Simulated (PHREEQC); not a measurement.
A solution holds 0.087 mol Zn(NO3)2 and 3e-05 mol H4SiO4 per kg of water, at 25 °C. Closed to the air; pH follows from the charge balance.

Model: ion-association model, phreeqc.dat, run in PHREEQC.

```csv
quantity,before,after
pH,5.28,6.05
ZnOH+ (mol/kgw),6.65e-6,9.06e-7
Zn(OH)2 (mol/kgw),1.00e-8,1.10e-8
H3SiO4- (mol/kgw),1.28e-9,5.25e-11
SI of Quartz (SiO2),-0.51,-2.54
```

Name the change that produced these shifts.
A. Zn(NO3)2 from 0.087 to 0.0087 mol/kgw
B. diluted 100-fold with water
C. Zn(NO3)2 from 0.087 to 0.435 mol/kgw
D. H4SiO4 from 3e-05 to 2.7e-05 mol/kgw

B, diluted 100-fold with water

This is a speciation only: nothing precipitates in the calculation.
